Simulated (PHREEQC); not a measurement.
Make-up at 20 °C: 1.1 mmol/kgw KF. Closed to the air; pH follows from the charge balance.

The numbers come from PHREEQC with the ion-association model, wateq4f.dat.

```json
{
 "pH": "7.28",
 "ionic_strength": "0.00110 mol/kgw"
}
```

```tsv
species	molality	activity	log γ
F-	0.00110	0.00106	-0.016
K+	0.00110	0.00106	-0.016
OH-	1.33e-7	1.28e-7	-0.016
HF	7.72e-8	7.73e-8	0.000
H+	5.50e-8	5.31e-8	-0.015
```

No solid was allowed to form. Complexes and solids missing from the database can't appear.
